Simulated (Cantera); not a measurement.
# Adiabatic ignition

An adiabatic, constant-volume homogeneous reactor starts with 40.2 % H₂, 12.5 % O₂, 47.0 % N₂, 0.345 % NO, at 1450 K and 0.850 bar.

Model: GRI-Mech 3.0 (53 species, 325 reactions), integrated in Cantera.

```
t (s)     T (K)  P (bar)   x H₂     x O₂     x NO     x OH   x H₂O₂
--------  -----  -------  -----  -------  -------  -------  -------
3.00e-6    1450    0.850  0.402    0.125  0.00345  1.09e-7  7.44e-9
9.53e-6    1450    0.850  0.401    0.125  0.00345  1.57e-5  1.35e-7
3.03e-5    2251     1.27  0.143  0.00791  0.00360   0.0241  3.12e-7
9.62e-5    2928     1.57  0.161  0.00274  0.00381   0.0237  2.38e-7
0.000306   2975     1.59  0.162  0.00241  0.00395   0.0228  2.51e-7
0.000972   2975     1.59  0.162  0.00240  0.00401   0.0228  2.50e-7
0.00309    2975     1.59  0.162  0.00240  0.00402   0.0228  2.50e-7
0.00981    2975     1.59  0.162  0.00240  0.00402   0.0228  2.50e-7
0.0312     2975     1.59  0.162  0.00240  0.00402   0.0228  2.50e-7
0.0990     2975     1.59  0.162  0.00240  0.00402   0.0228  2.50e-7
0.315      2975     1.59  0.162  0.00240  0.00402   0.0228  2.50e-7
1.00       2975     1.59  0.162  0.00240  0.00402   0.0228  2.50e-7
```
x: mole fraction; the columns are a selection and need not sum to one.

The time of steepest temperature rise is 18.6 µs and the temperature at 1.00 s is 2975 K. The equilibrium temperature comes out as 2975 K and the x(H₂) at 1.00 s comes out as 0.162 (gas-phase equilibrium 0.162). The x(O₂) at 1.00 s is 0.00240 (gas-phase equilibrium 0.00240). The x(NO) at 1.00 s comes out as 0.00402 (gas-phase equilibrium 0.00402).
